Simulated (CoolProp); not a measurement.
Saturation properties of n-perfluorobutane (Tc = 386.3 K, pc = 2.322 MPa, ω = 0.372).

Computed with CoolProp (reference Helmholtz-energy equation of state, Gao 2022).

| T (K) | p (MPa) | liquid density (kg/m³) | vapour density (kg/m³) |
|---|---|---|---|
| 246.9 | 0.03398 | [?] | [?] |
| 258.2 | [?] | 1641 | 6.684 |
| 269.5 | [?] | 1602 | 10.56 |
| 280.8 | 0.1471 | 1561 | 16.01 |
| 292.1 | [?] | 1519 | 23.45 |
| 303.5 | 0.3162 | 1474 | 33.53 |
| 314.8 | 0.4414 | 1427 | 46.76 |
| 326.1 | 0.6006 | [?] | [?] |
| 337.4 | [?] | 1319 | 87.23 |

Task: What belongs in the gaps?

Result: 
- 246.9, liquid density (kg/m³): 1680
- 246.9, vapour density (kg/m³): 4.024
- 258.2, p (MPa): 0.05837
- 269.5, p (MPa): 0.09488
- 292.1, p (MPa): 0.2191
- 326.1, liquid density (kg/m³): 1376
- 326.1, vapour density (kg/m³): 64.18
- 337.4, p (MPa): 0.7994

It boils at 271.1 K under 1 atm.
